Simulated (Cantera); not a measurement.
Thermodynamics of carbon deposition, reforming and gasification, feed C₂H₅OH + H₂

Charge: 1 mol C₂H₅OH, 16 mol H₂, at 2077 °C and 0.0320 bar.

These are equilibrium values from Cantera (NASA tables, ideal gas, pure condensed phases), not measurements of a reactor. Candidate condensed phases: C, C₆H₆, C₇H₈, C₈H₁₈, H₂O; 110 gas species. Rates play no part.

```json
{
 "x(H₂)": "0.881",
 "x(H)": "0.0655",
 "x(CO)": "0.0484",
 "x(C₂H₂ (acetylene))": "0.00486",
 "x(C₂H)": "1.85e-5",
 "x(C₄H₂)": "1.10e-5",
 "x(CH₃)": "6.68e-6",
 "x(CH₄)": "4.84e-6",
 "x(C₂H₂ (vinylidene))": "2.21e-6",
 "n(C(graphite))": "0.797 mol",
 "gas_amount": "20.68 mol"
}
```
